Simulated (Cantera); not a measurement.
Mixture: CH4 : C2H6 : C3H8 : O2 : N2 : H2 = 1 : 0.09 : 0.29 : 4.65 : 18.1 : 0.12 (molar parts), at 10.0 bar, adiabatic and at constant pressure. Ignition delay is the time to a rise of 400 K.

Cantera simulation using GRI-Mech 3.0 (53 species, 325 reactions); the numbers are that mechanism's predictions, not measurements. GRI-Mech 3.0 was tuned for natural gas; its chemistry of propane as a main component is partial and can be far from experiment.

Q: Predict: delay at 1075 K; delay at 1125 K; delay at 1175 K; delay at 1225 K; delay at 1275 K; delay at 1325 K; apparent activation energy between 1225 and 1325 K.

A: 
```json
{
  "delay at 1075 K": "4.33 ms",
  "delay at 1125 K": "2.16 ms",
  "delay at 1175 K": "1.14 ms",
  "delay at 1225 K": "0.607 ms",
  "delay at 1275 K": "0.326 ms",
  "delay at 1325 K": "0.178 ms",
  "apparent activation energy between 1225 and 1325 K": "170 kJ/mol"
}
```
